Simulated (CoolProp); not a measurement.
Octamethylcyclotetrasiloxane (D4) along the isotherm 346.85 °C: Z from the reference equation and from simpler models built on Tc = 313.4 °C, pc = 1.347 MPa, ω = 0.598; each cubic takes its own stable root.

The numbers come from the reference Helmholtz-energy equation of state, Thol 2015 in CoolProp.

```json
[
 {"p (MPa)": "0.00639", "phase": "gas", "reference": "0.9987"},
 {"p (MPa)": "0.0114", "phase": "gas", "reference": "0.9976"},
 {"p (MPa)": "0.0202", "phase": "gas", "reference": "0.9957"},
 {"p (MPa)": "0.0359", "phase": "gas", "reference": "0.9924"},
 {"p (MPa)": "0.0639", "phase": "gas", "reference": "0.9864"},
 {"p (MPa)": "0.114", "phase": "gas", "reference": "0.9756"},
 {"p (MPa)": "0.202", "phase": "gas", "reference": "0.9563"},
 {"p (MPa)": "0.359", "phase": "gas", "reference": "0.9206"},
 {"p (MPa)": "0.639", "phase": "gas", "reference": "0.8527"},
 {"p (MPa)": "1.14", "phase": "gas", "reference": "0.7135"},
 {"p (MPa)": "2.02", "phase": "supercritical", "reference": "0.3946"}
]
```

How far does each simpler model (van der Waals, Redlich-Kwong) lie from the reference over these 11 states: mean and median of the absolute difference, and the worst?


- van der Waals: mean 0.5 %, median 0.2 %, worst -2.8 % at 346.85 °C and 2.02 MPa
- Redlich-Kwong: mean 0.9 %, median 0.1 %, worst -7.8 % at 346.85 °C and 2.02 MPa
